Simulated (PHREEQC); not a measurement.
Solution (20 °C and 50 atm): 0.018 mol/kgw HF, 0.00078 mol/kgw NH4HF2, 0.012 mol/kgw H2SiF6 and 0.036 mol/kgw HCl. It is in equilibrium with CO2 at log p = -3.4 (atm). Otherwise closed; pH follows from the charge balance.

The numbers come from PHREEQC with the ion-association model, phreeqc.dat.

```csv
quantity,before,after
pH,1.30,1.30
ionic strength (mol/kgw),0.0724,0.0724
HF (mol/kgw),0.0191,0.0191
F- (mol/kgw),0.000370,0.000401
HF2- (mol/kgw),2.54e-5,2.63e-5
H4SiO4 (mol/kgw),6.10e-7,2.28e-7
SI of Quartz (SiO2),-2.16,-2.51
```

Question: What was changed between the two runs?
A) temperature from 20 to 15 °C
B) NH4HF2 from 0.00078 to 0.00117 mol/kgw
C) H2SiF6 from 0.012 to 0.06 mol/kgw
D) diluted 2-fold with water
E) temperature from 20 to 90 °C

Answer: A, temperature from 20 to 15 °C

Precipitation was switched off in this run. Under pressure, the constants of complexes without a molar volume in the database are unreliable. SiF6-2 is the database's only silicon fluoride.
